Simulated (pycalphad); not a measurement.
All values are pycalphad results on the COST 507 light-alloy database (1999) (1 atm), not direct measurements. These are 1990s assessments: newer ones move some temperatures and phases. Amounts are mole fractions of atoms. Kinetics are ignored, which matters at the lower temperatures.

Problem. Give the equilibrium state of Ti-1.47Si (at.%) at 950 K.

Solution. HCP_A3, fraction 0.958, with 0.43 Si at.%; SITI3, fraction 0.042, with 25.0 Si at.%.

Problem. Give the equilibrium state of Ti-1.47Si (at.%) at 1175 K.

Solution. 
```
T = 1175.00 K, P = 101325 Pa, N = 1 mol of atoms
G = -59525 J/mol, H = 27933 J/mol, S = 74.43 J/(mol K)  (SER reference)
chemical potentials (J/mol): Ti -56911, Si -234710
phase             fraction      x(Ti)      x(Si)
BCC_A2              0.9960     0.9862     0.0138
SITI3               0.0040     0.7500     0.2500
```

Database names, with the compositions (at.%) that they take in these runs: SITI3: Ti 75 Si 25. BCC_A2 is bcc; HCP_A3 is hcp.
